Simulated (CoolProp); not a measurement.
Vapour-liquid equilibrium of R22 (1) + c-C4F8 (RC318) (2) at 306.1 K; x and y are mole fractions of (1).

Computed with CoolProp (multi-fluid Helmholtz-energy mixture model, Kamei 1995 and Platzer 1990; pair parameters Bell 2016). This equation is an older, rougher fit; its heat capacities, sound speeds and derivatives of the liquid may be far off and weren't checked against measurements.

| x | bubble pressure, mixture model (kPa) | bubble pressure, Raoult's law (kPa) | y, mixture model | y, Raoult's law |
|---|---|---|---|---|
| 0.05 | 427.7 | 444.2 | 0.106 | 0.145 |
| 0.15 | 520.6 | 532.8 | 0.338 | 0.362 |
| 0.25 | 650.6 | 621.5 | 0.528 | 0.517 |
| 0.35 | 791.8 | 710.1 | 0.657 | 0.634 |
| 0.45 | 920.7 | 798.7 | 0.740 | 0.725 |
| 0.55 | 1026 | 887.3 | 0.796 | 0.797 |
| 0.65 | 1107 | 975.9 | 0.836 | 0.857 |
| 0.75 | 1171 | 1065 | 0.871 | 0.906 |
| 0.85 | 1226 | 1153 | 0.910 | 0.948 |
| 0.95 | 1271 | 1242 | 0.962 | 0.984 |

The largest gap from Raoult's law is +15.6 % in bubble pressure, at x = 0.55. No azeotrope shows between x = 0.05 and 0.95.

Pair parameters are fitted to limited data, so mixtures are less certain than the pure fluids. The gap from Raoult's law changes sign with composition, which may be real or a fault of the pair parameters; it wasn't checked against measurements.
